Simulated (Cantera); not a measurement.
Charge: 1 mol Pb, 0.044 mol H2, at 1.33 mbar.

Equilibrium computed with Cantera from the NASA thermochemical tables; the gas is ideal and each condensed phase is pure. Candidate condensed phases: Pb; 4 gas species. Rates play no part.

Which condensed phases are stable at each of these points (T (K)): 1000, 1075, 1150, 1225, 1300, 1375, 1450, 1525, 1600?


| T (K) | condensed phases | Pb condensed (%) |
|---|---|---|
| 1000 | Pb(l) | 99.9 |
| 1075 | Pb(l) | 99.7 |
| 1150 | Pb(l) | 98.8 |
| 1225 | Pb(l) | 89.7 |
| 1300 | gas only | 0.0 |
| 1375 | gas only | 0.0 |
| 1450 | gas only | 0.0 |
| 1525 | gas only | 0.0 |
| 1600 | gas only | 0.0 |

From 1000 K to 1225 K the condensed part is Pb(l). From 1300 K to 1600 K nothing is condensed.
